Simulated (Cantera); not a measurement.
What does this Cantera script print?

```python
import numpy as np
import cantera as ct

gas_names = """
    H HNO HNO2 HNO3 HO2 H2 H2O H2O2 N NH NH2 NH3 NH2OH NO NO2 NO3 N2 N2H2 N2H4 N2O O OH O2 O3 Si SiH
    SiH2 SiH3 SiH4 SiN SiO SiO2 Si2 Si2N Si3
""".split()
cond_names = """
    H2O(s) H2O(L) Si(cr) Si(L) SiO2(Lqz) SiO2(hqz) SiO2(L) Si2N2O(s) Si3N4(a)
""".split()


# ... load() reads the species with a 1 bar reference pressure and builds the phases ...
atoms = {
    'Si': {'Si': 1},
    'H2O': {'H': 2, 'O': 1},
    'N2': {'N': 2},
}
top_T = {'Si2N2O(s)': 2100, 'Si3N4(a)': 2400}  # K; cautious upper limits of use, not melting points


# ... equilibrate(T, P, feed) seeds the gas with the atoms and calls Mixture.equilibrate('TP', solver="vcs", rtol=1e-11, max_steps=5000) ...
results = []
feed = {'Si': 1, 'H2O': 0.31, 'N2': 280}  # mol
P = 1000  # Pa
for T in [1098, 1198, 1298, 1398, 1498, 1598, 1698, 1798]:
    mix = equilibrate(T, P, feed)
    results.append((T, P, feed, dict(zip(mix.species_names, mix.species_moles))))

top = {s: max(r[3][s] / sum(r[3][g] for g in gas_names) for r in results) for s in gas_names}
cols = sorted((s for s in top if top[s] > 1e-06), key=lambda s: -top[s])[:8]
seen = [c for c in cond_names if any(r[3].get(c, 0) > 1e-12 for r in results)]
print("log10 of partial pressures in bar; condensed amounts in mol")
print(f"{'T/K':>10s}" + "".join(f"{s[:9]:>10s}" for s in cols + seen))
for T, P, feed, n in results:
    ng = sum(n[g] for g in gas_names)
    print(f"{T:10.4g}" + "".join(f"{np.log10(max(n[s] / ng * P / 1e5, 1e-99)):10.3f}" for s in cols)
          + "".join(f"{n.get(c, 0):10.4g}" for c in seen))
```

Output:

```
log10 of partial pressures in bar; condensed amounts in mol
       T/K        N2        H2       SiO        Si         H      Si2N       SiN       Si2 Si2N2O(s)  Si3N4(a)
      1098    -2.000    -4.955   -14.253   -18.364   -10.084   -23.060   -18.239   -27.674      0.31    0.1267
      1198    -2.000    -4.955   -11.933   -15.605    -9.199   -19.537   -15.796   -23.392      0.31    0.1267
      1298    -2.000    -4.955    -9.977   -13.275    -8.448   -16.565   -13.734   -19.779      0.31    0.1267
      1398    -2.000    -4.956    -8.307   -11.282    -7.803   -14.025   -11.971   -16.689    0.3099    0.1267
      1498    -2.000    -4.957    -6.864    -9.559    -7.243   -11.832   -10.447   -14.019    0.3062    0.1279
      1598    -2.001    -4.959    -5.606    -8.055    -6.753    -9.919    -9.117   -11.689    0.2407    0.1497
      1698    -2.001    -4.966    -4.956    -6.731    -6.323    -8.236    -7.946    -9.640         0     0.228
      1798    -2.001    -4.980    -4.956    -5.556    -5.943    -6.746    -6.908    -7.823         0    0.1991
```

Equilibrium computed with Cantera from the NASA thermochemical tables; the gas is ideal and each condensed phase is pure. N2 is the only nitrogen source here; it is nearly inert below about 1500 K, so the nitride shown seldom forms there in practice. Mutual solubility and eutectic melting of coexisting phases are not modelled. The tables' values for SiN are old estimates; treat these amounts as uncertain.
